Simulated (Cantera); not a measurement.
A perfectly stirred reactor is fed with 29.4 % C2H6, 70.6 % N2, at 105 Torr; it is held at 1675 K, and followed from long to short residence time.

Computed with Cantera and GRI-Mech 3.0 (53 species, 325 reactions). GRI-Mech 3.0 stops at C3 and has no aromatics, soot or wall deposition, so with more carbon than oxygen in the feed, carbon stays in small species such as C2H2 where larger ones or solid carbon would form.

### Question
Predict: x(C2H6) at τ = 4.10 s; x(CH2) at τ = 4.10 s; x(H) at τ = 4.10 s; x(H2) at τ = 4.10 s; x(C2H) at τ = 4.10 s; x(C2H6) at τ = 25.0 ms; x(CH2) at τ = 25.0 ms; x(H) at τ = 25.0 ms; x(H2) at τ = 25.0 ms; x(C2H) at τ = 25.0 ms.

### Answer
x(C2H6) at τ = 4.10 s: 1.02e-5
x(CH2) at τ = 4.10 s: 1.12e-7
x(H) at τ = 4.10 s: 0.000224
x(H2) at τ = 4.10 s: 0.354
x(C2H) at τ = 4.10 s: 5.64e-7
x(C2H6) at τ = 25.0 ms: 0.000973
x(CH2) at τ = 25.0 ms: 2.14e-6
x(H) at τ = 25.0 ms: 0.000461
x(H2) at τ = 25.0 ms: 0.296
x(C2H) at τ = 25.0 ms: 1.24e-6
